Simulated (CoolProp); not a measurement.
Properties of water along the isotherm 204.15 °C (Tc = 373.9 °C, pc = 22.06 MPa, ω = 0.344).

Computed with CoolProp (reference Helmholtz-energy equation of state, Wagner 2002).

```
p (MPa)   phase  cp (kJ/(kg K))  Prandtl number
-------  ------  --------------  --------------
0.849       gas           2.308      (withheld)
2.55     liquid      (withheld)           0.905
3.39     liquid           4.507           0.904
4.24     liquid      (withheld)           0.904
5.09     liquid      (withheld)           0.903
5.94     liquid           4.492           0.903
6.79     liquid           4.487           0.902
7.64     liquid      (withheld)           0.902
8.49     liquid           4.478           0.901
9.33     liquid      (withheld)           0.901
10.2     liquid           4.468           0.900
11       liquid      (withheld)           0.900
```

### Question
Fill in the missing entries.

### Answer

- 0.849, Prandtl number: 1.03
- 2.55, cp (kJ/(kg K)): 4.513
- 4.24, cp (kJ/(kg K)): 4.502
- 5.09, cp (kJ/(kg K)): 4.497
- 7.64, cp (kJ/(kg K)): 4.482
- 9.33, cp (kJ/(kg K)): 4.473
- 11, cp (kJ/(kg K)): 4.464

Viscosity comes from a separate model (Huber 2009). Thermal conductivity comes from a separate model (Huber 2012).
